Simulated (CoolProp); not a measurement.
R245ca along the isobar 1.27 MPa: Z from the reference equation and from simpler models built on Tc = 447.6 K, pc = 3.941 MPa, ω = 0.355; each cubic takes its own stable root.

Computed with CoolProp (reference Helmholtz-energy equation of state, Zhou 2016).

```
T (K)   phase  reference  van der Waals  Redlich-Kwong  Soave-Redlich-Kwong  Peng-Robinson
-----  ------  ---------  -------------  -------------  -------------------  -------------
252.4  liquid    0.05411        0.09005        0.06109              0.05879        0.05220
265.5  liquid    0.05251        0.08722        0.05934              0.05691        0.05049
278.7  liquid    0.05111        0.08478        0.05787              0.05530        0.04902
291.9  liquid    0.04990        0.08273        0.05668              0.05397              ?
305.1  liquid    0.04889        0.08106        0.05576              0.05290        0.04680
318.2  liquid    0.04806        0.07978        0.05511                    ?        0.04605
331.4  liquid    0.04741        0.07888        0.05475              0.05157        0.04554
344.6  liquid    0.04695        0.07846        0.05471              0.05134        0.04530
357.8  liquid    0.04670         0.8017              ?              0.05146        0.04538
370.9  liquid    0.04671         0.8220        0.05594              0.05202        0.04585
384.1  liquid    0.04706         0.8393         0.7998              0.05322        0.04688
397.3     gas     0.7944         0.8541         0.8225                    ?         0.7934
410.5     gas          ?         0.8669         0.8414               0.8313         0.8183
423.6     gas     0.8462         0.8781         0.8574               0.8516         0.8390
436.8     gas     0.8650         0.8880         0.8712               0.8689              ?
450       gas     0.8807         0.8968         0.8833               0.8838         0.8719
```

Problem. Fill in the missing entries.

Solution. 
- 291.9, Peng-Robinson: 0.04779
- 318.2, Soave-Redlich-Kwong: 0.05210
- 357.8, Redlich-Kwong: 0.05507
- 397.3, Soave-Redlich-Kwong: 0.8068
- 410.5, reference: 0.8234
- 436.8, Peng-Robinson: 0.8567

At some of these states van der Waals, Redlich-Kwong gives the other phase, because its saturation line lies elsewhere.
